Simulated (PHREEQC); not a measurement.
Brine: speciation

A solution holds 1.2 mol H2SO4 and 0.41 mol MgSO4 per kg of water, at 20 °C. Closed to the air; pH follows from the charge balance.

All values are PHREEQC results (Pitzer model, pitzer.dat), not measurements.

Each row changes one thing in this solution. No solid was allowed to form.

| case | pH | ionic strength (mol/kgw) | HSO4- (mol/kgw) | SO4-2 (mol/kgw) | SI of Epsomite (MgSO4:7H2O) | SI of Hexahydrite (MgSO4:6H2O) |
|---|---|---|---|---|---|---|
| as made | -0.23 | 3.04 | 1.10 | 0.507 | -1.14 | -1.44 |
| temperature from 20 to 55 °C | -0.12 | 2.58 | 1.33 | 0.277 | -1.73 | -1.72 |
| MgSO4 from 0.41 to 2.05 mol/kgw | -0.41 | 8.68 | 1.56 | 1.69 | -0.13 | -0.40 |
| diluted 100-fold with water | 1.83 | 0.0399 | 0.00622 | 0.00988 | -3.25 | -3.58 |
| H2SO4 left out | 6.77 | 1.64 | 4.93e-7 | 0.410 | -1.04 | -1.36 |
| temperature from 20 to 70 °C | -0.09 | 2.44 | 1.40 | 0.210 | -2.01 | -1.89 |
| MgSO4 from 0.41 to 0.205 mol/kgw | -0.23 | 2.42 | 1.00 | 0.404 | -1.50 | -1.81 |
| diluted 10-fold with water | 0.98 | 0.324 | 0.100 | 0.0608 | -2.19 | -2.52 |
| H2SO4 from 1.2 to 0.6 mol/kgw | 0.28 | 2.21 | 0.612 | 0.398 | -1.13 | -1.45 |

In brines, pH and single-ion activities rest on the MacInnes convention. At this temperature some constants are extrapolated from 25 °C, and those without enthalpy data are left unchanged.
